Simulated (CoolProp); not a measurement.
Vapour-liquid equilibrium of R113 (1) + n-hexane (2) at 1.29 MPa; x and y are mole fractions of (1).

The numbers come from the multi-fluid Helmholtz-energy mixture model, Marx 1992 and Thol 2019; pair parameters Bell 2016 in CoolProp.

### Question
Give the bubble temperature and the first vapour's composition at x = 0.125, 0.65, 0.875. Is there an azeotrope?

### Answer
x = 0.125: 174.1 °C, y = 0.176; x = 0.65: 159.0 °C, y = 0.710; x = 0.875: 154.9 °C, y = 0.897. No azeotrope shows between x = 0.05 and 0.95.

Pair parameters are fitted to limited data, so mixtures are less certain than the pure fluids.
